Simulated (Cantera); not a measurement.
Charge: 1 mol C6H6, a varied amount of H2, at 2775 K and 23.0 Pa.

Equilibrium computed with Cantera from the NASA thermochemical tables; the gas is ideal and each condensed phase is pure. Candidate condensed phases: C, C6H6, C7H8, C8H18; 76 gas species. Equilibrium is a limit: real reactors are often held back by kinetics, nucleation or transport.

### Question
What share of the C ends up in condensed phases as a function of n(H2) (mol), at 1.1, 1.6, 2.4, 3.5, 5.1, 7.4, 11, 16?

### Answer
| n(H2) (mol) | C condensed (%) | as |
|---|---|---|
| 1.1 | 45.7 | C(graphite) |
| 1.6 | 39.0 | C(graphite) |
| 2.4 | 28.4 | C(graphite) |
| 3.5 | 13.8 | C(graphite) |
| 5.1 | 0.0 | - |
| 7.4 | 0.0 | - |
| 11 | 0.0 | - |
| 16 | 0.0 | - |
